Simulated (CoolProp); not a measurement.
Vapour-liquid equilibrium of R22 (1) + cyclohexane (2) at 57.25 °C; x and y are mole fractions of (1).

Values from CoolProp's multi-fluid Helmholtz-energy mixture model, Kamei 1995 and Zhou 2014; pair parameters Bell 2016.

Task: Give the bubble pressure and the first vapour's composition at x = 0.05, 0.2, 0.5. Is there an azeotrope?

Result: x = 0.05: 0.2566 MPa, y = 0.812; x = 0.2: 0.7650 MPa, y = 0.935; x = 0.5: 1.369 MPa, y = 0.965. No azeotrope shows between x = 0.05 and 0.95.

The pair parameters rest on a limited set of measurements; away from them the model extrapolates. The gap from Raoult's law changes sign with composition, which may be real or a fault of the pair parameters; it wasn't checked against measurements. With so large a gap from Raoult's law the liquid may split in two, which this calculation doesn't test in full.
